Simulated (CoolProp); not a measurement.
Vapour-liquid equilibrium of R1234ze(E) (1) + n-pentane (2) at 75.95 °C; x and y are mole fractions of (1).

The numbers come from the multi-fluid Helmholtz-energy mixture model, Thol 2016 and Thol 2019; pair parameters Bell 2016 in CoolProp.

| x | bubble pressure (bar) | y at the bubble point | dew pressure at overall composition x (bar) | liquid density (mol/L) |
|---|---|---|---|---|
| 0.05 | 4.737 | 0.303 | 3.494 | 7.881 |
| 0.2 | 8.339 | 0.622 | 4.141 | 7.954 |
| 0.35 | 11.01 | 0.733 | 5.067 | 8.009 |
| 0.5 | 13.02 | 0.794 | 6.490 | 8.049 |
| 0.65 | 14.69 | 0.844 | 8.911 | 8.089 |
| 0.8 | 16.27 | 0.897 | 13.21 | 8.154 |
| 0.95 | 17.88 | 0.969 | 17.52 | 8.299 |

No azeotrope shows between x = 0.05 and 0.95.

The pair parameters rest on a limited set of measurements; away from them the model extrapolates.
